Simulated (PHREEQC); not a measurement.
Solution (25 °C): 0.004 mol/kgw Cu(BF4)2 and 0.018 mol/kgw HBF4. Closed to the air; pH follows from the charge balance.

Computed with PHREEQC (ion-association model, wateq4f.dat).

No solid was allowed to form.

Problem. Estimate the pH, ionic strength.

Solution. pH 1.84; ionic strength 0.0286 mol/kgw.

Problem. In which forms is B present?

Solution. BF4- 88 %, H3BO3 7.0 %, BF3OH- 4.1 %, BF2(OH)2- 0.7 % of the B.

Real BF4- forms and hydrolyses slowly; the run takes it at equilibrium.
